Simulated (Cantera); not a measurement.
Mixture: H2 : O2 : N2 = 1 : 0.333 : 1.97 (molar parts), equivalence ratio 1.5, at 12.8 atm, adiabatic and at constant volume. Ignition delay is the time to a rise of 400 K.

Detailed kinetics in Cantera: GRI-Mech 3.0 (53 species, 325 reactions). The hydrogen kinetics of GRI-Mech 3.0 are dated; newer H2 mechanisms differ, most at raised pressure. The pressure lies above the range GRI-Mech 3.0 was tuned for (to about 10 atm). Where the delays flatten at high temperature, the 400 K rule measures the pace of heat release, not the induction time.

Question: Predict: delay at 1173 K; delay at 1373 K; delay at 1573 K; delay at 1773 K; delay at 1973 K.

Answer: 
| Quantity | Value |
|---|---|
| delay at 1173 K | 0.178 ms |
| delay at 1373 K | 3.13 µs |
| delay at 1573 K | 1.14 µs |
| delay at 1773 K | 0.666 µs |
| delay at 1973 K | 0.478 µs |
